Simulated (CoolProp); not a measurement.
Aqueous calcium chloride as a coolant, 25 % by mass, freezing at -29.0 °C, 1 atm.

Model: Melinder's fits for secondary coolants, in CoolProp.

| T (°C) | viscosity (mPa s) | density (kg/m³) | cp (kJ/(kg K)) | conductivity (W/(m K)) |
|---|---|---|---|---|
| -17.8 | 7.26 | 1243 | 2.810 | 0.514 |
| -11.4 | 5.79 | 1241 | 2.832 | 0.523 |
| -5 | 4.72 | 1239 | 2.853 | 0.532 |
| 1.4 | 3.92 | 1236 | 2.873 | 0.541 |
| 7.8 | 3.32 | 1234 | 2.892 | 0.550 |
| 14.2 | 2.84 | 1232 | 2.909 | 0.560 |
| 20.6 | 2.47 | 1229 | 2.926 | 0.569 |
| 27 | 2.17 | 1225 | 2.941 | 0.578 |
| 33.4 | 1.92 | 1222 | 2.956 | 0.587 |
| 39.8 | 1.70 | 1217 | 2.969 | 0.596 |
